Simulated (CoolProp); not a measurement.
Saturation properties of n-dodecane.

Values from CoolProp's reference Helmholtz-energy equation of state, Lemmon 2004. It is a short technical equation, of lower accuracy than the large ones.

```
T (°C)   p (MPa)  liquid density (kg/m³)  vapour Z  liquid conductivity (mW/(m K))
------  --------  ----------------------  --------  ------------------------------
114.15  0.003840                   679.1       ___                             115
128.75  0.006993                   667.8       ___                             ___
143.25   0.01203                   656.4    0.9848                             110
157.75   0.01977                   644.7    0.9780                             107
172.25   0.03117                   632.7       ___                             ___
186.75   0.04741                     ___    0.9582                             101
201.25   0.06985                   607.7    0.9447                            98.0
215.75    0.1000                     ___    0.9285                            95.2
230.35    0.1400                   580.6    0.9090                             ___
```

Some entries are withheld; supply them.


- 114.15, vapour Z: 0.9936
- 128.75, vapour Z: 0.9899
- 128.75, liquid conductivity (mW/(m K)): 112
- 172.25, vapour Z: 0.9692
- 172.25, liquid conductivity (mW/(m K)): 104
- 186.75, liquid density (kg/m³): 620.4
- 215.75, liquid density (kg/m³): 594.5
- 230.35, liquid conductivity (mW/(m K)): 92.4

It boils at 216.3 °C under 1 atm.

Thermal conductivity comes from a separate model (Huber 2004).
